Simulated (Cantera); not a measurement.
Charge: 1 mol CO, 0.66 mol O2, 0.35 mol N2, equilibrated at 1000 K and 100 Torr.

Equilibrium computed with Cantera from the NASA thermochemical tables; the gas is ideal and each condensed phase is pure. Candidate condensed phases: C; 24 gas species. The numbers say what is thermodynamically allowed, not how fast it happens.

Base state: CO2 0.662, N2 0.232, O2 0.106, NO 1.21e-5 (mole fractions); condensed: gas only.

Task: What changes in the equilibrium state with this change: CO replaced by C3H6?

Result: 
```tsv
species	before	after
H2	0	0.636
CO	<1e-9	0.268
N2	0.232	0.0764
CO2	0.662	0.00544
O2	0.106	<1e-9
H2O	0	0.00899
CH4	0	0.00514
NO	1.21e-5	<1e-9
NH3	0	1.09e-5
C(graphite), mol	0	1.72
```
Further candidate phases: C6H6, C7H8, C8H18, H2O.

Task: What changes in the equilibrium state with this change: temperature from 1000 K to 1973 K?

Result: 
```
species   before     after
-------  -------  --------
CO2        0.662     0.654
N2         0.232     0.230
O2         0.106     0.107
CO         <1e-9   0.00577
NO       1.21e-5   0.00274
O          <1e-9  0.000486
```
